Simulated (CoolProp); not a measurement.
Vapour-liquid equilibrium of R22 (1) + n-hexane (2) at 32.4 kPa; x and y are mole fractions of (1).

Model: multi-fluid Helmholtz-energy mixture model, Kamei 1995 and Thol 2019; pair parameters Bell 2016, in CoolProp.

```csv
x,bubble temperature (K),y at the bubble point,dew temperature at overall composition x (K),liquid density (mol/L)
0.05,262.3,0.901,308.3,8.180
0.125,239.1,0.980,306.2,8.779
0.2,229.4,0.991,304.1,9.277
0.275,224.1,0.995,301.7,9.764
0.35,220.8,0.996,299.2,10.27
0.425,218.7,0.997,296.4,10.80
0.5,217.2,0.998,293.3,11.37
0.575,216.1,0.998,289.8,11.98
0.65,215.2,0.998,285.7,12.66
0.725,214.4,0.999,280.8,13.40
0.8,213.5,0.999,274.7,14.23
0.875,212.5,0.999,266.3,15.16
0.95,211.4,1.000,251.7,16.22
```

No azeotrope shows between x = 0.05 and 0.95.

The pair parameters rest on a limited set of measurements; away from them the model extrapolates. With so large a gap from Raoult's law the liquid may split in two, which this calculation doesn't test in full.
